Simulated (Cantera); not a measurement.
Charge: 1 mol PbO, 5.2 mol H₂, 0.29 mol N₂, held at 0.133 bar.

These are equilibrium values from Cantera (NASA tables, ideal gas, pure condensed phases), not measurements of a reactor. Candidate condensed phases: H₂O, Pb, PbO, PbO₂, Pb₃O₄; 27 gas species. Kinetics and transport are ignored. All values below are at 823 K.

Base state: H₂ 0.765, H₂O 0.182, N₂ 0.0528, NH₃ 4.89e-5 (mole fractions); condensed: Pb(l).

Question: What changes in the equilibrium state with this change: pressure from 0.133 bar to 6.20 bar?

Answer: 
| species | before | after |
|---|---|---|
| H₂ | 0.765 | 0.763 |
| H₂O | 0.182 | 0.183 |
| N₂ | 0.0528 | 0.0518 |
| NH₃ | 4.89e-5 | 0.00225 |
| Pb(l), mol | 1.000 | 1.00 |
